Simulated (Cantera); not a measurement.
# Fe(CO)5 + O2 + H2 (iron carbonyl, mercury and lead vapours)

Input: 1 mol Fe(CO)5, 1.7 mol O2, 44 mol H2, at 1450 K and 0.160 bar.

Equilibrium computed with Cantera from the NASA thermochemical tables; the gas is ideal and each condensed phase is pure. Candidate condensed phases: C, C6H6, C7H8, C8H18, Fe, Fe(CO)5, FeO, Fe(OH)2, Fe(OH)3, Fe2O3, Fe3O4, H2O; 114 gas species. Rates play no part.

```
Item                                       Result
--------------------------------------  ---------
x(H2)                                       0.832
x(CO)                                      0.0987
x(H2O)                                     0.0661
x(CO2)                                    0.00330
x(H)                                      2.16e-5
n(Fe(γ))                                1.000 mol
gas amount                              49.00 mol
log10 activity of C(graphite) (absent)      -3.30
log10 activity of Fe(OH)2(s) (absent)       -8.19
log10 activity of Fe(OH)3(s) (absent)      -14.60
```
